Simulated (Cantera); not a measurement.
Input: 1 mol C₂H₄, 1.1 mol O₂, 0.38 mol H₂, at 1373.15 K and 1.50 bar.

Method: chemical equilibrium by Gibbs-energy minimisation in Cantera with the NASA 1993 tables (ideal gas, pure condensed phases). Candidate condensed phases: C, C₆H₆, C₇H₈, C₈H₁₈, H₂O; 110 gas species. Rates play no part.

Q: What is the equilibrium state?

A: 
* **x(H₂)**: 0.511
* **x(CO)**: 0.443
* **x(H₂O)**: 0.0322
* **x(CO₂)**: 0.0136
* **x(CH₄)**: 9.72e-5
* **x(H)**: 1.95e-6
* **gas amount**: 4.379 mol
* **log10 activity of C(graphite) (absent)**: -1.31
